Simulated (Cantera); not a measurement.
A closed system holds: 1 mol SiF4, a varied amount of NH3, at 13.3 mbar.

Equilibrium computed with Cantera from the NASA thermochemical tables; the gas is ideal and each condensed phase is pure. Candidate condensed phases: Si, Si3N4; 37 gas species. The tables' values for SiF2, SiF3 are old estimates. Equilibrium is a limit: real reactors are often held back by kinetics, nucleation or transport.

Problem. What condenses at these points (T in K, n(NH3) in mol): (750, 16); (900, 2.6); (1200, 1.4); (750, 4.8); (1350, 3.5)?

Solution. 
```json
[
 {"T (K)": "750", "n(NH3) in mol": "16", "condensed phases": "Si3N4", "Si condensed (%)": "0.0"},
 {"T (K)": "900", "n(NH3) in mol": "2.6", "condensed phases": "Si3N4", "Si condensed (%)": "0.0"},
 {"T (K)": "1200", "n(NH3) in mol": "1.4", "condensed phases": "Si3N4", "Si condensed (%)": "0.0"},
 {"T (K)": "750", "n(NH3) in mol": "4.8", "condensed phases": "gas only", "Si condensed (%)": "0.0"},
 {"T (K)": "1350", "n(NH3) in mol": "3.5", "condensed phases": "gas only", "Si condensed (%)": "0.0"}
]
```
